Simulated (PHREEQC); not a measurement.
## Cooling-tower water: speciation

Synthetic water in mg/kgw, 25 °C, pH 7.48, pe -1.8:

```
constituent         mg/kgw
------------------  ------
Na                     296
K                      661
Ca                     142
Mg                    3.44
Cl                     381
S(6) as SO4            791
Alkalinity as HCO3     633
Li                   0.716
Si as SiO2            2.43
Mn(2)                 35.5
F                      5.7
```

Na is adjusted to close the charge balance.
Valence states are taken as typed.

Model: ion-association model, phreeqc.dat, run in PHREEQC.

Precipitation was switched off in this run.

**Question.** Estimate the ionic strength, specific conductance.

**Answer.** ionic strength 0.0448 mol/kgw; specific conductance 3830 µS/cm.

**Question.** In which forms is S present?

**Answer.** SO4-2 83 %, CaSO4 8.9 %, KSO4- 4.5 %, NaSO4- 2.4 %, MnSO4 1.0 % of the S.

The solution is supersaturated, for example in Rhodochrosite, Fluorite, so a real one may precipitate; this is no full list. Species that the database lacks are ignored. SiF6-2 is the database's only silicon fluoride.
